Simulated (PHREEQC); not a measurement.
1 kg of water holding 0.033 mol/kgw MgCl2, 0.098 mol/kgw NaCl, 0.54 mol/kgw KCl and 0.16 mol/kgw CaCl2 is evaporated at 50 °C; the solids stay in contact with the brine. The system is closed to CO2. The run lets Bischofite, Brucite, Carnallite, Halite, Portlandite, Sylvite, MgCl2_4H2O precipitate or redissolve, and no other solid.

Computed with PHREEQC (Pitzer model, pitzer.dat).

```json
[
 {"water left (kg)": "1", "ionic strength": "1.22", "water activity": "0.970", "Sylvite (mol)": "0", "Halite (mol)": "0", "Mg in solution (mol/kgw)": "0.0330", "Ca in solution (mol/kgw)": "0.160", "Na in solution (mol/kgw)": "0.0980"},
 {"water left (kg)": "0.8219", "ionic strength": "1.48", "water activity": "0.963", "Sylvite (mol)": "0", "Halite (mol)": "0", "Mg in solution (mol/kgw)": "0.0402", "Ca in solution (mol/kgw)": "0.195", "Na in solution (mol/kgw)": "0.119"},
 {"water left (kg)": "0.6755", "ionic strength": "1.80", "water activity": "0.955", "Sylvite (mol)": "0", "Halite (mol)": "0", "Mg in solution (mol/kgw)": "0.0489", "Ca in solution (mol/kgw)": "0.237", "Na in solution (mol/kgw)": "0.145"},
 {"water left (kg)": "0.5552", "ionic strength": "2.19", "water activity": "0.945", "Sylvite (mol)": "0", "Halite (mol)": "0", "Mg in solution (mol/kgw)": "0.0594", "Ca in solution (mol/kgw)": "0.288", "Na in solution (mol/kgw)": "0.177"},
 {"water left (kg)": "0.4563", "ionic strength": "[?]", "water activity": "0.932", "Sylvite (mol)": "0", "Halite (mol)": "0", "Mg in solution (mol/kgw)": "0.0723", "Ca in solution (mol/kgw)": "0.351", "Na in solution (mol/kgw)": "0.215"},
 {"water left (kg)": "0.375", "ionic strength": "3.24", "water activity": "0.916", "Sylvite (mol)": "0", "Halite (mol)": "0", "Mg in solution (mol/kgw)": "0.0880", "Ca in solution (mol/kgw)": "0.427", "Na in solution (mol/kgw)": "0.261"},
 {"water left (kg)": "0.3082", "ionic strength": "[?]", "water activity": "0.895", "Sylvite (mol)": "0", "Halite (mol)": "0", "Mg in solution (mol/kgw)": "0.107", "Ca in solution (mol/kgw)": "0.519", "Na in solution (mol/kgw)": "0.318"},
 {"water left (kg)": "0.2533", "ionic strength": "4.80", "water activity": "0.869", "Sylvite (mol)": "0", "Halite (mol)": "0", "Mg in solution (mol/kgw)": "0.130", "Ca in solution (mol/kgw)": "0.632", "Na in solution (mol/kgw)": "0.387"},
 {"water left (kg)": "0.2082", "ionic strength": "5.84", "water activity": "0.837", "Sylvite (mol)": "0", "Halite (mol)": "0", "Mg in solution (mol/kgw)": "0.158", "Ca in solution (mol/kgw)": "0.768", "Na in solution (mol/kgw)": "0.471"},
 {"water left (kg)": "0.1711", "ionic strength": "7.11", "water activity": "0.797", "Sylvite (mol)": "0", "Halite (mol)": "0", "Mg in solution (mol/kgw)": "0.193", "Ca in solution (mol/kgw)": "0.935", "Na in solution (mol/kgw)": "0.573"},
 {"water left (kg)": "0.1407", "ionic strength": "8.62", "water activity": "0.751", "Sylvite (mol)": "0.00521", "Halite (mol)": "0", "Mg in solution (mol/kgw)": "0.235", "Ca in solution (mol/kgw)": "1.14", "Na in solution (mol/kgw)": "[?]"},
 {"water left (kg)": "0.1156", "ionic strength": "9.29", "water activity": "0.731", "Sylvite (mol)": "0.143", "Halite (mol)": "0", "Mg in solution (mol/kgw)": "0.285", "Ca in solution (mol/kgw)": "1.38", "Na in solution (mol/kgw)": "0.848"},
 {"water left (kg)": "0.09502", "ionic strength": "10.1", "water activity": "0.703", "Sylvite (mol)": "0.253", "Halite (mol)": "0", "Mg in solution (mol/kgw)": "0.347", "Ca in solution (mol/kgw)": "1.68", "Na in solution (mol/kgw)": "[?]"},
 {"water left (kg)": "0.07809", "ionic strength": "11.2", "water activity": "0.664", "Sylvite (mol)": "0.339", "Halite (mol)": "0", "Mg in solution (mol/kgw)": "0.423", "Ca in solution (mol/kgw)": "2.05", "Na in solution (mol/kgw)": "1.25"},
 {"water left (kg)": "0.06418", "ionic strength": "12.6", "water activity": "0.614", "Sylvite (mol)": "0.402", "Halite (mol)": "0.00474", "Mg in solution (mol/kgw)": "0.514", "Ca in solution (mol/kgw)": "2.49", "Na in solution (mol/kgw)": "1.45"},
 {"water left (kg)": "0.05275", "ionic strength": "[?]", "water activity": "0.574", "Sylvite (mol)": "0.440", "Halite (mol)": "0.0452", "Mg in solution (mol/kgw)": "0.626", "Ca in solution (mol/kgw)": "3.03", "Na in solution (mol/kgw)": "1.00"},
 {"water left (kg)": "0.04335", "ionic strength": "15.6", "water activity": "0.513", "Sylvite (mol)": "0.470", "Halite (mol)": "0.0717", "Mg in solution (mol/kgw)": "0.761", "Ca in solution (mol/kgw)": "3.69", "Na in solution (mol/kgw)": "[?]"},
 {"water left (kg)": "0.03564", "ionic strength": "17.9", "water activity": "0.428", "Sylvite (mol)": "0.492", "Halite (mol)": "0.0868", "Mg in solution (mol/kgw)": "0.926", "Ca in solution (mol/kgw)": "4.49", "Na in solution (mol/kgw)": "0.315"}
]
```

### Question
What belongs in the gaps?

### Answer

- 0.4563, ionic strength: 2.67
- 0.3082, ionic strength: 3.95
- 0.1407, Na in solution (mol/kgw): 0.697
- 0.09502, Na in solution (mol/kgw): 1.03
- 0.05275, ionic strength: 13.9
- 0.04335, Na in solution (mol/kgw): 0.606

Species that the database lacks are ignored. Constants without temperature data keep their 25 °C values here.
